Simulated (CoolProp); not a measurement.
Saturated liquid density (kg/m³) of the fluoroketone C6F12O (FK-5-1-12): the reference equation beside estimates from Tc = 168.7 °C, pc = 1.869 MPa, ω = 0.471. Rackett uses Z = 0.29056 − 0.08775 ω.

Model: reference Helmholtz-energy equation of state, McLinden 2015, in CoolProp.

```
T (°C)  reference  Rackett  Peng-Robinson
------  ---------  -------  -------------
65.05        1473     1616           1514
72.25        1448     1586           1484
79.35        1421     1555           1452
86.45        1394     1524           1418
93.65        1365     1490           1382
100.75       1336     1456           1343
107.95       1304     1419           1301
115.05       1270     1380           1255
122.25       1234     1339           1205
```

Absolute difference from the reference over all 9 rows, mean and median: Rackett 9.1 and 9.2 %, Peng-Robinson 1.6 and 1.7 %.
